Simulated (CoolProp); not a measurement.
Vapour-liquid equilibrium of CH2F2 (R32) (1) + R1234yf (2) at 34.05 °C; x and y are mole fractions of (1).

Values from CoolProp's multi-fluid Helmholtz-energy mixture model, Tillner-Roth 1997 and Lemmon 2022; pair parameters Bell 2023.

Problem. Give the bubble pressure and the first vapour's composition at x = 0.05, 0.35, 0.8. Is there an azeotrope?

Solution. x = 0.05: 9.595 bar, y = 0.115; x = 0.35: 14.41 bar, y = 0.540; x = 0.8: 19.72 bar, y = 0.860. No azeotrope shows between x = 0.05 and 0.95.

Pair parameters are fitted to limited data, so mixtures are less certain than the pure fluids.
